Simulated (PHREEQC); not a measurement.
A made-up water analysis in mg/L, 20 °C, pH 4.03, pe 11.3:

| constituent | mg/L |
|---|---|
| Na | 684 |
| K | 7.97 |
| Ca | 646 |
| Mg | 70 |
| Cl | 544 |
| S(6) as SO4 | 2550 |
| Cu(2) | 27.3 |
| Br | 2.24 |
| Al | 1.55 |

Cl is adjusted to close the charge balance.
Valence states are taken as typed.

All values are PHREEQC results (ion-association model, phreeqc.dat), not measurements.

Precipitation was switched off in this run.

Q: Predict the ionic strength.

A: ionic strength 0.0863 mol/kgw.

Q: In which forms is Cu present?

A: Cu+2 62 %, CuSO4 37 %, CuCl+ 0.9 % of the Cu.

Examples of supersaturated solids here: Gypsum. Others may be too. Complexes and solids missing from the database can't appear.
